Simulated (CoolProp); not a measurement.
Computed with CoolProp (reference Helmholtz-energy equation of state, Lemmon 2006). It is a short technical equation, of lower accuracy than the large ones.

Problem. For carbon monoxide, give the phase and the cv (kJ/(kg K)) at 129.4 K and 7020 kPa; 198.2 K and 488 kPa; 92.9 K and 280 kPa.

Solution. 
- 129.4 K and 7020 kPa: liquid; cv 0.954
- 198.2 K and 488 kPa: gas; cv 0.746
- 92.9 K and 280 kPa: gas; cv 0.807
